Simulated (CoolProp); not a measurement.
Values from CoolProp's reference Helmholtz-energy equation of state, Lemmon 2006. It is a short technical equation, of lower accuracy than the large ones.

Q: Give the vapour pressure (kPa), enthalpy of vaporisation (kJ/kg), liquid cp (kJ/(kg K)), surface tension (mN/m) of saturated hydrogen sulfide at 269.3, 285.4, 290.8 K.

A: 
```
T (K)  p (kPa)  enthalpy of vaporisation (kJ/kg)  liquid cp (kJ/(kg K))  surface tension (mN/m)
-----  -------  --------------------------------  ---------------------  ----------------------
269.3      921                               469                   2.08                    16.8
285.4     1460                               441                   2.16                    13.7
290.8     1680                               431                   2.19                    12.7
```

Surface tension comes from a separate correlation (Mulero 2012).
